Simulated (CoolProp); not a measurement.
Vapour-liquid equilibrium of R152A (1) + n-pentane (2) at 321.2 K; x and y are mole fractions of (1).

Computed with CoolProp (multi-fluid Helmholtz-energy mixture model, Outcalt 1996 and Thol 2019; pair parameters Bell 2016).

Task: Give the bubble pressure and the first vapour's composition at x = 0.05, 0.35, 0.65. Is there an azeotrope?

Result: x = 0.05: 0.2866 MPa, y = 0.476; x = 0.35: 0.7429 MPa, y = 0.816; x = 0.65: 0.9253 MPa, y = 0.879. No azeotrope shows between x = 0.05 and 0.95.

Pair parameters are fitted to limited data, so mixtures are less certain than the pure fluids. With so large a gap from Raoult's law the liquid may split in two, which this calculation doesn't test in full.
